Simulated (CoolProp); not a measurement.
Saturation properties of octamethyltrisiloxane (MDM).

The numbers come from the reference Helmholtz-energy equation of state, Thol 2017 in CoolProp.

```json
[
 {"T (K)": "364.3", "p (kPa)": "14.28", "liquid density (kg/m³)": "746.5", "vapour Z": "0.9823"},
 {"T (K)": "367.7", "p (kPa)": "16.28", "liquid density (kg/m³)": "?", "vapour Z": "0.9805"},
 {"T (K)": "371.2", "p (kPa)": "18.57", "liquid density (kg/m³)": "738.9", "vapour Z": "0.9785"},
 {"T (K)": "374.6", "p (kPa)": "?", "liquid density (kg/m³)": "735.1", "vapour Z": "0.9764"},
 {"T (K)": "378", "p (kPa)": "?", "liquid density (kg/m³)": "731.4", "vapour Z": "0.9741"},
 {"T (K)": "381.4", "p (kPa)": "26.77", "liquid density (kg/m³)": "727.6", "vapour Z": "0.9718"},
 {"T (K)": "384.8", "p (kPa)": "30.07", "liquid density (kg/m³)": "723.7", "vapour Z": "0.9692"},
 {"T (K)": "388.2", "p (kPa)": "?", "liquid density (kg/m³)": "719.9", "vapour Z": "0.9665"},
 {"T (K)": "391.6", "p (kPa)": "37.66", "liquid density (kg/m³)": "716.0", "vapour Z": "0.9637"},
 {"T (K)": "395", "p (kPa)": "41.98", "liquid density (kg/m³)": "712.0", "vapour Z": "?"},
 {"T (K)": "398.4", "p (kPa)": "46.69", "liquid density (kg/m³)": "708.1", "vapour Z": "0.9575"},
 {"T (K)": "401.8", "p (kPa)": "51.81", "liquid density (kg/m³)": "704.1", "vapour Z": "?"},
 {"T (K)": "405.3", "p (kPa)": "57.54", "liquid density (kg/m³)": "?", "vapour Z": "0.9506"},
 {"T (K)": "408.7", "p (kPa)": "?", "liquid density (kg/m³)": "695.9", "vapour Z": "0.9469"}
]
```

Task: What belongs in the gaps?

Result: 
- 367.7, liquid density (kg/m³): 742.7
- 374.6, p (kPa): 21.04
- 378, p (kPa): 23.76
- 388.2, p (kPa): 33.69
- 395, vapour Z: 0.9607
- 401.8, vapour Z: 0.9542
- 405.3, liquid density (kg/m³): 700.0
- 408.7, p (kPa): 63.56

It boils at 425.6 K under 1 atm.
